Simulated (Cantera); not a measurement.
Nitride etching: AlN + H₂O + N₂

Feed: 1 mol AlN, a varied amount of H₂O, 0.92 mol N₂, at 1352 °C and 1.00 bar.

Cantera equilibrium calculation (NASA polynomials, part measured and part estimated; ideal gas, pure solids and liquids). Candidate condensed phases: Al, AlN, Al₂O₃, H₂O; 35 gas species. Mutual solubility and eutectic melting of coexisting phases are not modelled. Gases not in the tables: Al(OH)₃. Rates play no part.

```json
[
 {"n(H₂O) (mol)": "0.97", "x N₂": "0.562", "x H₂": "0.438", "x H₂O": "1.57e-5", "x H": "4.67e-5", "x NH₃": "9.51e-6", "n AlN(s)": "0.353", "n Al₂O₃(s)": "0.323"},
 {"n(H₂O) (mol)": "1.1", "x N₂": "0.539", "x H₂": "0.461", "x H₂O": "1.63e-5", "x H": "4.79e-5", "x NH₃": "1.00e-5", "n AlN(s)": "0.267", "n Al₂O₃(s)": "0.367"},
 {"n(H₂O) (mol)": "1.3", "x N₂": "0.510", "x H₂": "0.490", "x H₂O": "1.70e-5", "x H": "4.94e-5", "x NH₃": "1.07e-5", "n AlN(s)": "0.133", "n Al₂O₃(s)": "0.433"},
 {"n(H₂O) (mol)": "1.5", "x N₂": "0.486", "x H₂": "0.514", "x H₂O": "1.76e-5", "x H": "5.06e-5", "x NH₃": "1.12e-5", "n AlN(s)": "0", "n Al₂O₃(s)": "0.500"},
 {"n(H₂O) (mol)": "1.7", "x N₂": "0.455", "x H₂": "0.481", "x H₂O": "0.0641", "x H": "4.89e-5", "x NH₃": "9.84e-6", "n AlN(s)": "0", "n Al₂O₃(s)": "0.500"},
 {"n(H₂O) (mol)": "2", "x N₂": "0.415", "x H₂": "0.439", "x H₂O": "0.146", "x H": "4.67e-5", "x NH₃": "8.19e-6", "n AlN(s)": "0", "n Al₂O₃(s)": "0.500"},
 {"n(H₂O) (mol)": "2.3", "x N₂": "0.382", "x H₂": "0.403", "x H₂O": "0.215", "x H": "4.48e-5", "x NH₃": "6.92e-6", "n AlN(s)": "0", "n Al₂O₃(s)": "0.500"},
 {"n(H₂O) (mol)": "2.6", "x N₂": "0.353", "x H₂": "0.373", "x H₂O": "0.274", "x H": "4.31e-5", "x NH₃": "5.92e-6", "n AlN(s)": "0", "n Al₂O₃(s)": "0.500"},
 {"n(H₂O) (mol)": "3", "x N₂": "0.321", "x H₂": "0.339", "x H₂O": "0.339", "x H": "4.11e-5", "x NH₃": "4.90e-6", "n AlN(s)": "0", "n Al₂O₃(s)": "0.500"},
 {"n(H₂O) (mol)": "3.5", "x N₂": "0.289", "x H₂": "0.305", "x H₂O": "0.406", "x H": "3.90e-5", "x NH₃": "3.96e-6", "n AlN(s)": "0", "n Al₂O₃(s)": "0.500"},
 {"n(H₂O) (mol)": "4", "x N₂": "0.262", "x H₂": "0.277", "x H₂O": "0.461", "x H": "3.71e-5", "x NH₃": "3.26e-6", "n AlN(s)": "0", "n Al₂O₃(s)": "0.500"}
]
```
x: gas mole fraction; n: condensed amount in mol.

From 0.97 mol H₂O to 1.3 mol H₂O the condensed part is AlN(s) + Al₂O₃(s). From 1.5 mol H₂O to 4 mol H₂O the condensed part is Al₂O₃(s).
